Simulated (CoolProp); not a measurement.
Computed with CoolProp (reference Helmholtz-energy equation of state, Lemmon 2016).

### Question
For R227EA, give the phase and the speed of sound (m/s), expansivity (1/kK) at 403.4 K and 5.97 bar.

### Answer
- 403.4 K and 5.97 bar: gas; speed of sound 137, expansivity 3.04
